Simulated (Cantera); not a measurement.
A closed system holds: 1 mol Si, 1.3 mol HF, 18 mol N₂, equilibrated at 0.100 bar.

Cantera equilibrium calculation (NASA polynomials, part measured and part estimated; ideal gas, pure solids and liquids). Candidate condensed phases: Si, Si₃N₄; 37 gas species. N₂ is the only nitrogen source here; it is nearly inert below about 1500 K, so the nitride shown seldom forms there in practice. Rates play no part.

Task: At 625 °C, list the 4 most abundant gas species with their mole fractions, and the condensed phases.

Result: N₂ 0.947, H₂ 0.0351, SiF₄ 0.0175, HF 4.37e-5. Condensed: Si₃N₄(s).
